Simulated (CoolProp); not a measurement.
A closed Brayton cycle with carbon dioxide: compressor inlet 321.15 K and 7.9 MPa, high pressure 17.5 MPa, turbine inlet 790 K, compressor efficiency 0.85, turbine efficiency 0.93, recuperator effectiveness 0.9 (on enthalpy, no pinch check). Each further row changes one setting.

The numbers come from the reference Helmholtz-energy equation of state, Span 1996 in CoolProp.

| case | thermal efficiency (%) | net work (kJ/kg) | compressor to turbine work | compressor exit (K) | turbine exit (K) |
|---|---|---|---|---|---|
| as stated | (withheld) | 65.9 | 0.37 | 386.8 | 694.2 |
| turbine inlet 740 K | (withheld) | (withheld) | (withheld) | 386.8 | 647.9 |
| compressor inlet 331.15 K | 31.1 | (withheld) | 0.42 | 401.6 | 694.2 |
| high pressure 14.9 MPa | (withheld) | (withheld) | 0.35 | 373.2 | (withheld) |
| recuperator effectiveness 0.5 | 18.9 | 65.9 | 0.37 | 386.8 | 694.2 |

Q: Complete the blanks.

A: 
- as stated, thermal efficiency (%): 31.9
- turbine inlet 740 K, thermal efficiency (%): 30.2
- turbine inlet 740 K, net work (kJ/kg): 58.4
- turbine inlet 740 K, compressor to turbine work: 0.40
- compressor inlet 331.15 K, net work (kJ/kg): 60.6
- high pressure 14.9 MPa, thermal efficiency (%): 30.1
- high pressure 14.9 MPa, net work (kJ/kg): 54.7
- high pressure 14.9 MPa, turbine exit (K): 713.2
